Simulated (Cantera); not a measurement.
Input: 1 mol SiC, 0.14 mol Si, 0.6 mol H₂, held at 7.90 bar.

Cantera equilibrium calculation (NASA polynomials, part measured and part estimated; ideal gas, pure solids and liquids). Candidate condensed phases: C, C₆H₆, C₇H₈, C₈H₁₈, Si, SiC; 87 gas species. Mutual solubility and eutectic melting of coexisting phases are not modelled. Gases not in the tables: Si₂H₆ and higher silanes. Equilibrium is a limit: real reactors are often held back by kinetics, nucleation or transport.

x: gas mole fraction; n: condensed amount in mol.

```tsv
T (K)	x H₂	x H	x C₂H₂ (acetylene)	x Si	x SiH₂	x SiH	x Si₂C	n Si(l)	n SiC(s)
1898	0.999	0.000278	5.10e-7	1.55e-6	5.75e-5	3.81e-6	2.70e-8	0.140	1.000
1998	0.999	0.000570	2.24e-6	5.38e-6	0.000105	1.03e-5	1.46e-7	0.140	1.000
2098	0.998	(withheld)	(withheld)	(withheld)	(withheld)	(withheld)	(withheld)	0.140	1.000
2198	0.997	0.00198	2.88e-5	4.58e-5	0.000295	5.71e-5	2.67e-6	0.140	1.000
2298	0.996	0.00340	8.69e-5	0.000116	0.000460	0.000120	9.36e-6	0.140	1.000
2398	0.993	0.00558	0.000239	0.000271	0.000692	0.000236	2.95e-5	0.140	1.000
2498	0.988	0.00881	0.000603	0.000592	0.00100	0.000438	8.43e-5	0.140	0.999
2598	0.981	0.0134	0.00141	0.00122	0.00141	0.000775	0.000222	0.140	0.998
2698	0.970	(withheld)	(withheld)	(withheld)	(withheld)	(withheld)	(withheld)	0.140	0.995
2798	0.954	0.0282	0.00633	0.00439	0.00254	0.00212	0.00123	0.142	0.990
```

### Question
Some entries are withheld; supply them.

### Answer

- 2698, x H: 0.0198
- 2698, x C₂H₂ (acetylene): 0.00308
- 2698, x Si: 0.00237
- 2698, x SiH₂: 0.00192
- 2698, x SiH: 0.00131
- 2698, x Si₂C: 0.000541
- 2098, x H: 0.00109
- 2098, x C₂H₂ (acetylene): 8.55e-6
- 2098, x Si: 1.65e-5
- 2098, x SiH₂: 0.000180
- 2098, x SiH: 2.53e-5
- 2098, x Si₂C: 6.71e-7
